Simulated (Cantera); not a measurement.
## Abatement and gas-phase synthesis: NF₃ + H₂O + N₂ + H₂

Input: 1 mol NF₃, 3.6 mol H₂O, 0.65 mol N₂, 0.11 mol H₂, at 3498 K and 10.0 bar.

Method: chemical equilibrium by Gibbs-energy minimisation in Cantera with the NASA 1993 tables (ideal gas, pure condensed phases). Candidate condensed phases: H₂O; 40 gas species. Rates play no part.

| Item | Result |
|---|---|
| x(HF) | 0.382 |
| x(H₂O) | 0.187 |
| x(N₂) | 0.139 |
| x(OH) | 0.0777 |
| x(O₂) | 0.0695 |
| x(H₂) | 0.0423 |
| x(O) | 0.0409 |
| x(H) | 0.0382 |
| x(NO) | 0.0193 |
| gas amount | 7.760 mol |
